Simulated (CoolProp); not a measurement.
Aqueous magnesium chloride as a coolant, 30 % by mass, freezing at -100.0 °C, 1 atm.

The numbers come from the Melinder's fits for secondary coolants in CoolProp.

| T (°C) | conductivity (W/(m K)) | viscosity (mPa s) | cp (kJ/(kg K)) | density (kg/m³) |
|---|---|---|---|---|
| -15.2 | 0.370 | 301000 | 2.663 | 1351 |
| -10.4 | 0.387 | 163000 | 2.653 | 1345 |
| -5.6 | 0.404 | 91000 | 2.642 | 1338 |
| -0.8 | 0.420 | 52500 | 2.630 | 1331 |
| 4 | 0.436 | 31400 | 2.615 | 1324 |
| 8.8 | 0.451 | 19700 | 2.599 | (withheld) |
| 13.5 | 0.466 | 13100 | 2.580 | 1310 |
| 18.3 | 0.480 | 9080 | (withheld) | 1304 |
| 23.1 | 0.494 | 6710 | 2.530 | 1299 |
| 27.9 | 0.508 | 5290 | 2.498 | 1294 |
| 32.7 | (withheld) | 4490 | 2.462 | 1289 |
| 37.5 | (withheld) | 4120 | 2.420 | 1286 |

**Question.** Complete the blanks.

**Answer.** 
- 8.8, density (kg/m³): 1317
- 18.3, cp (kJ/(kg K)): 2.557
- 32.7, conductivity (W/(m K)): 0.522
- 37.5, conductivity (W/(m K)): 0.535
